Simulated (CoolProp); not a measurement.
A simple Rankine cycle with cyclopropane: condensing at 295.15 K, boiler at 3.26 MPa, turbine inlet 381.7 K, turbine efficiency 0.75, pump efficiency 0.7, no recuperator. Each further row changes one setting.

Values from CoolProp's reference Helmholtz-energy equation of state, Polt 1992. This equation is an older, rougher fit; its heat capacities, sound speeds and derivatives of the liquid may be far off and weren't checked against measurements.

| case | thermal efficiency (%) | net work (kJ/kg) | heat in (kJ/kg) | turbine exit temperature (K) | volume ratio over the turbine |
|---|---|---|---|---|---|
| as stated | 11.9 | 57.5 | 484 | 307.3 | 4.96 |
| turbine inlet 401.7 K | 12.3 | 65.7 | 534 | 333.2 | 4.85 |
| condensing temperature 287.15 K | 13.1 | 65.9 | … | 298.5 | 6.15 |
| boiler pressure 2.28 MPa | 10.0 | … | … | 330.0 | 3.33 |
| turbine efficiency 0.65 | 10.1 | 49.0 | 484 | 312.6 | 5.09 |

What belongs in the gaps?


- condensing temperature 287.15 K, heat in (kJ/kg): 502
- boiler pressure 2.28 MPa, net work (kJ/kg): 51.5
- boiler pressure 2.28 MPa, heat in (kJ/kg): 515
